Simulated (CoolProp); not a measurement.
Methane along the isotherm -47.75 °C: fugacity coefficient from the reference equation and from simpler models built on Tc = -82.6 °C, pc = 4599 kPa, ω = 0.011; each cubic takes its own stable root.

Values from CoolProp's reference Helmholtz-energy equation of state, Setzmann 1991.

| p (kPa) | phase | reference |
|---|---|---|
| 2870 | gas | 0.8782 |
| 5750 | supercritical | 0.7633 |
| 8620 | supercritical | 0.6580 |
| 11500 | supercritical | 0.5727 |
| 14400 | supercritical | 0.5134 |
| 17200 | supercritical | 0.4744 |
| 20100 | supercritical | 0.4465 |
| 23000 | supercritical | 0.4270 |
| 25900 | supercritical | 0.4135 |
| 28700 | supercritical | 0.4047 |
| 31600 | supercritical | 0.3988 |
| 34500 | supercritical | 0.3957 |
| 37400 | supercritical | 0.3947 |
| 40200 | supercritical | 0.3955 |
| 43100 | supercritical | 0.3979 |
| 46000 | supercritical | 0.4017 |

Q: How far does each simpler model (van der Waals, Redlich-Kwong, Peng-Robinson) lie from the reference over these 16 states: mean and median of the absolute difference, and the worst?

A: 
- van der Waals: mean 9.1 %, median 7.4 %, worst +23.9 % at -47.75 °C and 46000 kPa
- Redlich-Kwong: mean 2.8 %, median 3.5 %, worst +4.5 % at -47.75 °C and 46000 kPa
- Peng-Robinson: mean 6.1 %, median 5.7 %, worst -9.9 % at -47.75 °C and 46000 kPa
